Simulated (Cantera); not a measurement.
A freely propagating, adiabatic, planar premixed flame of H2 : O2 : N2 = 1 : 0.278 : 1.04 (molar parts), unburnt at 500 K and 760 Torr; mixture-averaged transport, grid criteria slope 0.08 and curve 0.16, no radiation.

Cantera simulation using the H2/O2 subset of GRI-Mech 3.0, which has no nitrogen chemistry; the numbers are that mechanism's predictions, not measurements. Burning velocities carry a grid error of a few per cent, more on coarse grids.

Problem. What does this change do: N2 1.04 to 0.78 parts?

Solution. 
| quantity | before | after |
|---|---|---|
| laminar burning velocity | 677 cm/s | 825 cm/s |
| thermal thickness | 0.411 mm | 0.396 mm |
| peak x(HO2) | 0.000348 | 0.000393 |
| peak x(O) | 0.00483 | 0.00625 |
| peak x(OH) | 0.00645 | 0.00962 |

Problem. What does this change do: 0.13 parts H2O added?

Solution. 
```tsv
quantity	before	after
laminar burning velocity	677 cm/s	619 cm/s
thermal thickness	0.411 mm	0.384 mm
peak x(HO2)	0.000348	0.000420
peak x(O)	0.00483	0.00391
peak x(OH)	0.00645	0.00603
```
